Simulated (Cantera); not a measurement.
**Stirred combustor or abatement burner**

A perfectly stirred reactor is fed with CO : H2 : CH4 : O2 : N2 = 1 : 0.5 : 0.25 : 0.962 : 5.4 (molar parts), equivalence ratio 1.3, at 220000 Pa; it is adiabatic with a 775 K inlet, and is followed from long to short residence time, starting on the burning branch (τ in s: 0.086, 0.041, 0.02, 0.0096, 0.0046, 0.0022, 0.0011, 0.00052, 0.00025, 0.00012, 5.8e-05).

Detailed kinetics in Cantera: GRI-Mech 3.0 (53 species, 325 reactions).

| τ (s) | T (K) | x CO | x H2 | x CH4 | x CH2CO | x C2H6 | x CO2 | x CH2O |
|---|---|---|---|---|---|---|---|---|
| 0.086 | 2273 | 0.0631 | 0.0133 | 1.76e-6 | 4.07e-9 | 1.95e-12 | 0.1000 | 1.88e-7 |
| 0.041 | 2266 | 0.0634 | 0.0134 | 2.67e-6 | 6.54e-9 | 4.60e-12 | 0.0996 | 3.09e-7 |
| 0.020 | 2257 | 0.0638 | 0.0135 | 3.87e-6 | 9.61e-9 | 9.40e-12 | 0.0991 | 4.78e-7 |
| 0.0096 | 2242 | 0.0645 | 0.0137 | 5.63e-6 | 1.33e-8 | 1.82e-11 | 0.0982 | 7.25e-7 |
| 0.0046 | 2221 | 0.0656 | 0.0141 | 8.34e-6 | 1.75e-8 | 3.42e-11 | 0.0968 | 1.09e-6 |
| 0.0022 | 2190 | 0.0672 | 0.0147 | 1.27e-5 | 2.20e-8 | 6.50e-11 | 0.0949 | 1.63e-6 |
| 0.0011 | 2151 | 0.0691 | 0.0154 | 1.95e-5 | 2.68e-8 | 1.24e-10 | 0.0925 | 2.40e-6 |
| 0.00052 | 2096 | 0.0717 | 0.0164 | 3.22e-5 | 3.31e-8 | 2.70e-10 | 0.0891 | 3.75e-6 |
| 0.00025 | 2030 | 0.0747 | 0.0175 | 5.57e-5 | 4.24e-8 | 6.49e-10 | 0.0853 | 6.02e-6 |
| 0.00012 | 1951 | 0.0785 | 0.0186 | 0.000103 | 5.98e-8 | 1.83e-9 | 0.0805 | 1.02e-5 |
| 5.8e-5 | 1861 | 0.0837 | 0.0196 | 0.000211 | 1.01e-7 | 6.42e-9 | 0.0740 | 1.86e-5 |
x: mole fraction; the columns are a selection and need not sum to one.
